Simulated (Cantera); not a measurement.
# Silicon nitride deposition: SiH2Cl2 + N2

Feed: 1 mol SiH2Cl2, 10 mol N2, equilibrated at 1.00 bar.

These are equilibrium values from Cantera (NASA tables, ideal gas, pure condensed phases), not measurements of a reactor. Candidate condensed phases: NH4Cl, Si, Si3N4; 28 gas species. The tables' values for SiCl3, SiCl are old estimates; treat these amounts as uncertain. Equilibrium is a limit: real reactors are often held back by kinetics, nucleation or transport.

```tsv
T (K)	x N2	x HCl	x H2	x SiCl2	x SiCl4	x SiCl3	x H	n Si3N4(s)
1598	0.837	0.109	0.0335	0.00597	0.00990	0.00489	9.75e-6	0.253
1648	0.835	0.106	0.0347	0.00988	0.00776	0.00590	1.66e-5	0.242
1698	0.834	0.102	0.0364	0.0151	0.00558	0.00652	2.76e-5	0.228
1748	0.833	0.0960	0.0388	0.0212	0.00367	0.00661	4.50e-5	0.211
1798	0.832	0.0892	0.0418	0.0278	0.00222	0.00618	7.20e-5	0.193
1848	0.832	0.0817	0.0452	0.0343	0.00126	0.00542	0.000113	0.174
1898	0.831	0.0739	0.0487	0.0403	0.000692	0.00454	0.000172	0.156
1948	0.831	0.0663	0.0521	0.0457	0.000370	0.00369	0.000258	0.138
1998	0.831	0.0591	0.0554	0.0505	0.000197	0.00294	0.000378	0.123
2048	0.831	0.0525	0.0584	0.0547	0.000105	0.00231	0.000541	0.108
```
x: gas mole fraction; n: condensed amount in mol.

From 1598 K to 2048 K the condensed part is Si3N4(s). The main Si-bearing gas is SiCl4 at 1598 K and SiCl2 at 2048 K. The share of Si in condensed phases is highest at 1598 K (75.9 %) and lowest at 2048 K (32.4 %).
